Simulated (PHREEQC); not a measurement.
# Buffer: speciation

A solution holds 38 mmol/kgw KHCO3, 0.087 mmol/kgw NH3 and 0.051 mmol/kgw LiCl, at 80 °C. Closed to the air; pH follows from the charge balance.

The numbers come from PHREEQC with the ion-association model, phreeqc.dat.

Each row changes one thing in this solution. No solid was allowed to form.

| case | pH | ionic strength (mol/kgw) | NH3 (mol/kgw) | NH4+ (mol/kgw) |
|---|---|---|---|---|
| as made | 8.06 | 0.0387 | 5.02e-5 | 3.68e-5 |
| NH3 replaced by NH4Br at the same molality | (withheld) | 0.0386 | 4.86e-5 | 3.84e-5 |
| KHCO3 left out | 8.08 | 8.25e-5 | 5.55e-5 | 3.15e-5 |
| 0.02 mol/kgw (NH4)2CO3 added | 7.96 | 0.0585 | 0.0204 | 0.0197 |
| temperature from 80 to 35 °C | (withheld) | 0.0386 | 1.02e-5 | 7.68e-5 |
| LiCl replaced by HCl at the same molality | (withheld) | 0.0386 | 4.93e-5 | 3.77e-5 |
| LiCl from 5.1e-05 to 0.00051 mol/kgw | 8.06 | 0.0391 | 5.01e-5 | 3.69e-5 |
| LiCl left out | 8.06 | 0.0386 | 5.02e-5 | 3.68e-5 |

Question: Fill in the missing entries.

Answer: 
- NH3 replaced by NH4Br at the same molality, pH: 8.03
- temperature from 80 to 35 °C, pH: 8.16
- LiCl replaced by HCl at the same molality, pH: 8.05

Species that the database lacks are ignored. Away from 25 °C the constants follow the database's enthalpies or fits; those with neither stay at their 25 °C values.
